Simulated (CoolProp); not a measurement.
Vinyl chloride at 298.15 K and 0.175 MPa is compressed adiabatically to 0.722 MPa with isentropic efficiency 0.75. Each further row changes one setting.

Values from CoolProp's reference Helmholtz-energy equation of state, Thol 2022.

```tsv
case	work (kJ/kg)	final temperature (K)	final density (kg/m³)
as stated	79.7	388.7	?
efficiency 1	?	?	15.8
efficiency 0.65	92.0	400.0	?
```

Q: What belongs in the gaps?

A: 
- as stated, final density (kg/m³): 14.8
- efficiency 1, work (kJ/kg): 59.8
- efficiency 1, final temperature (K): 370.0
- efficiency 0.65, final density (kg/m³): 14.3
